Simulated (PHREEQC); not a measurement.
Solution A (0.069 mol/kgw H2SO4, 0.0002 mol/kgw K2SO4 and 7.6e-05 mol/kgw CO2) is mixed with solution B (0.0022 mol/kgw FeCl3) at 20 °C; shares are by mass of water, 1 kg in all. Oxygen is held at 0.21 atm. The system is closed to CO2. The run lets Fe(OH)3(a), Sylvite, Jarosite-K precipitate or redissolve, and no other solid.

Equilibrium calculation in PHREEQC: ion-association model, phreeqc.dat.

```
share of solution B    pH  HSO4- (mol/kgw)  FeSO4+ (mol/kgw)  FeOH+2 (mol/kgw)  Fe+3 (mol/kgw)  SO4-2 (mol/kgw)
-------------------  ----  ---------------  ----------------  ----------------  --------------  ---------------
0                    1.15           0.0517                 0                 0               0           0.0175
0.1                  1.19              [?]               [?]               [?]         9.76e-6           0.0165
0.2                  1.23           0.0395          0.000288           7.89e-7         2.02e-5           0.0154
0.3                  1.28           0.0335          0.000445           1.39e-6         3.14e-5              [?]
0.4                  1.33           0.0276          0.000613           2.24e-6         4.36e-5           0.0130
0.5                   [?]           0.0219          0.000791           3.50e-6             [?]           0.0116
0.6                  1.48           0.0163          0.000981           5.55e-6         7.37e-5           0.0100
0.7                  1.58           0.0110           0.00118               [?]         9.47e-5          0.00820
0.8                  1.73          0.00613           0.00140           1.83e-5        0.000127          0.00600
0.9                  1.98          0.00199               [?]           5.66e-5        0.000205          0.00317
1                    2.80                0                 0           0.00117        0.000579                0
```

### Question
Fill in the missing entries.

### Answer

- 0.1, HSO4- (mol/kgw): 0.0455
- 0.1, FeSO4+ (mol/kgw): 0.000140
- 0.1, FeOH+2 (mol/kgw): 3.42e-7
- 0.3, SO4-2 (mol/kgw): 0.0143
- 0.5, pH: 1.40
- 0.5, Fe+3 (mol/kgw): 5.74e-5
- 0.7, FeOH+2 (mol/kgw): 9.33e-6
- 0.9, FeSO4+ (mol/kgw): 0.00157
